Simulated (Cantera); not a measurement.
Catalytic combustion on Pt

An isothermal plug-flow reactor at 875 K and 900 Torr (inlet), inlet velocity 2.9 m/s, active area per volume 950 1/m; feed 2.46 % H2, 16.4 % O2, 81.1 % N2.

Cantera simulation using Deutschmann's 1995 Pt surface mechanism with GRI-Mech 3.0 gas chemistry; the numbers are that mechanism's predictions, not measurements. Catalytic surfaces can have several steady states; this one follows from the mechanism file's or the stated starting coverage. Mass transfer to the wall is taken as infinitely fast.

```json
[
 {"z (m)": "5.3e-05", "x H2": "0.0207", "x O2": "0.163", "x H2O": "0.00394", "θ free Pt": "0.260", "θ O*": "0.736", "θ OH*": "0.00431"},
 {"z (m)": "9.4e-05", "x H2": "0.0185", "x O2": "0.162", "x H2O": "0.00627", "θ free Pt": "0.233", "θ O*": "0.762", "θ OH*": "0.00428"},
 {"z (m)": "0.00017", "x H2": "0.0153", "x O2": "0.160", "x H2O": "0.00949", "θ free Pt": "0.197", "θ O*": "0.798", "θ OH*": "0.00421"},
 {"z (m)": "0.0003", "x H2": "0.0117", "x O2": "0.159", "x H2O": "0.0131", "θ free Pt": "0.158", "θ O*": "0.838", "θ OH*": "0.00404"},
 {"z (m)": "0.00053", "x H2": "0.00805", "x O2": "0.157", "x H2O": "0.0168", "θ free Pt": "0.122", "θ O*": "0.874", "θ OH*": "0.00380"},
 {"z (m)": "0.00094", "x H2": "0.00482", "x O2": "0.156", "x H2O": "0.0201", "θ free Pt": "0.0949", "θ O*": "0.902", "θ OH*": "0.00354"},
 {"z (m)": "0.0017", "x H2": "0.00226", "x O2": "0.155", "x H2O": "0.0227", "θ free Pt": "0.0776", "θ O*": "0.919", "θ OH*": "0.00333"},
 {"z (m)": "0.003", "x H2": "0.000743", "x O2": "0.154", "x H2O": "0.0242", "θ free Pt": "0.0690", "θ O*": "0.928", "θ OH*": "0.00321"},
 {"z (m)": "0.0053", "x H2": "0.000120", "x O2": "0.154", "x H2O": "0.0248", "θ free Pt": "0.0659", "θ O*": "0.931", "θ OH*": "0.00317"}
]
```
x: gas mole fraction; θ: surface coverage.
